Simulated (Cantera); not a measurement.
Input: 1 mol Si₂Cl₆, 0.053 mol HCl, 170 mol N₂, equilibrated at 1373.15 K and 133 Pa.

Cantera equilibrium calculation (NASA polynomials, part measured and part estimated; ideal gas, pure solids and liquids). Candidate condensed phases: NH₄Cl, Si, Si₃N₄; 28 gas species. The feed counts by its element totals alone. The tables' values for SiCl₃ are old estimates; treat these amounts as uncertain. Equilibrium is a limit: real reactors are often held back by kinetics, nucleation or transport.

Base state: N₂ 0.988, SiCl₂ 0.00479, SiCl₄ 0.00464, SiCl₃ 0.00219, HCl 0.000308, Cl 0.000156 (mole fractions); condensed: gas only.

Task: What changes in the equilibrium state with this change: Si₂Cl₆ replaced by Si₂H₆?

Result: 
```
species          before     after
-------------  --------  --------
N₂                0.988     0.982
H₂              2.24e-8    0.0175
HCl            0.000308  0.000308
SiCl₂           0.00479   2.76e-7
SiCl₄           0.00464     <1e-9
SiCl₃           0.00219     <1e-9
Cl             0.000156   1.76e-7
H               1.37e-8   1.21e-5
Si₃N₄(s), mol         0     0.667
```
N₂ is the only nitrogen source here; it is nearly inert below about 1500 K, so the nitride shown seldom forms there in practice.
